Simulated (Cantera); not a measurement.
A freely propagating, adiabatic, planar premixed flame of H₂ : O₂ : N₂ = 1 : 0.312 : 1.17 (molar parts), equivalence ratio 1.6, unburnt at 575 K and 360000 Pa; mixture-averaged transport, grid criteria slope 0.08 and curve 0.16, no radiation.

Detailed kinetics in Cantera: the H2/O2 subset of GRI-Mech 3.0, which has no nitrogen chemistry. The hydrogen kinetics of GRI-Mech 3.0 are dated; newer H2 mechanisms differ, most at raised pressure. Burning velocities carry a grid error of a few per cent, more on coarse grids.

Question: What does this change do: inlet temperature 575 to 650 K?

Answer: 
```
quantity                     before      after
------------------------  ---------  ---------
laminar burning velocity   883 cm/s  1100 cm/s
thermal thickness         0.0836 mm  0.0890 mm
peak x(HO₂)                0.000756   0.000654
peak x(OH)                  0.00951     0.0105
peak x(H)                    0.0658     0.0706
```

Question: What does this change do: inlet temperature 575 to 625 K?

Answer: 
| quantity | before | after |
|---|---|---|
| laminar burning velocity | 883 cm/s | 1030 cm/s |
| thermal thickness | 0.0836 mm | 0.0872 mm |
| peak x(HO₂) | 0.000756 | 0.000685 |
| peak x(OH) | 0.00951 | 0.0102 |
| peak x(H) | 0.0658 | 0.0690 |
